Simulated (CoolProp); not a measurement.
A Linde-Hampson liquefier for nitrogen: isothermal reversible compression at 250 K from 1 atm to 15 MPa, throttling to 1 atm, return gas leaving the recuperator 10 K below the feed. Each further row changes one setting.

Values from CoolProp's reference Helmholtz-energy equation of state, Span 2000.

| case | liquid yield per pass | compression work (kJ/kg of gas) |
|---|---|---|
| as stated | 0.081 | 365 |
| high pressure 30 MPa | 0.126 | ___ |
| warm-end temperature 280 K | ___ | ___ |
| warm-end gap 15 K | ___ | 365 |

Task: Fill in the missing entries.

Result: 
- high pressure 30 MPa, compression work (kJ/kg of gas): 418
- warm-end temperature 280 K, liquid yield per pass: 0.052
- warm-end temperature 280 K, compression work (kJ/kg of gas): 413
- warm-end gap 15 K, liquid yield per pass: 0.068
